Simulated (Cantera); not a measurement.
Input: 1 mol Fe2O3, 0.86 mol H2S, 0.83 mol H2O, 5 mol O2, held at 26000 Pa.

These are equilibrium values from Cantera (NASA tables, ideal gas, pure condensed phases), not measurements of a reactor. Candidate condensed phases: Fe, FeO, Fe(OH)2, Fe(OH)3, FeS, FeSO4, FeS2, Fe2O3, Fe2(SO4)3, Fe3O4, H2O, H2SO4, S; 22 gas species. Kinetics and transport are ignored.

At 1225 K, list the 5 most abundant gas species with their mole fractions, and the condensed phases.

O2 0.590, H2O 0.271, SO2 0.128, SO3 0.0105, OH 1.25e-5. Condensed: Fe2O3(s).
